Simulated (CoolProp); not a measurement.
Model: reference Helmholtz-energy equation of state, Wu 2012, in CoolProp.

Question: For fluoroethane (R161), give the phase and the Z, isothermal compressibility (1/MPa) at 356.2 K and 629 kPa.

Answer: 
- 356.2 K and 629 kPa: gas; Z 0.945, isothermal compressibility 1.69
